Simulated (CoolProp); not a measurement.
CHF3 (R23) along the isotherm 475 K: Z from the reference equation and from simpler models built on Tc = 299.3 K, pc = 4832 kPa, ω = 0.263; each cubic takes its own stable root.

Model: reference Helmholtz-energy equation of state, Penoncello 2003, in CoolProp.

| p (kPa) | phase | reference |
|---|---|---|
| 3220 | gas | 0.9608 |
| 6440 | supercritical | 0.9259 |
| 9660 | supercritical | 0.8972 |
| 12900 | supercritical | 0.8765 |
| 16100 | supercritical | 0.8658 |
| 19300 | supercritical | 0.8650 |
| 22500 | supercritical | 0.8732 |
| 25800 | supercritical | 0.8892 |
| 29000 | supercritical | 0.9103 |
| 32200 | supercritical | 0.9358 |
| 35400 | supercritical | 0.9644 |
| 38700 | supercritical | 0.9965 |
| 41900 | supercritical | 1.029 |
| 45100 | supercritical | 1.064 |
| 48300 | supercritical | 1.099 |

### Question
How far does each simpler model (van der Waals, Peng-Robinson) lie from the reference over these 15 states: mean and median of the absolute difference, and the worst?

### Answer
- van der Waals: mean 7.8 %, median 7.4 %, worst +16.7 % at 475 K and 48300 kPa
- Peng-Robinson: mean 3.8 %, median 4.5 %, worst +5.6 % at 475 K and 29000 kPa
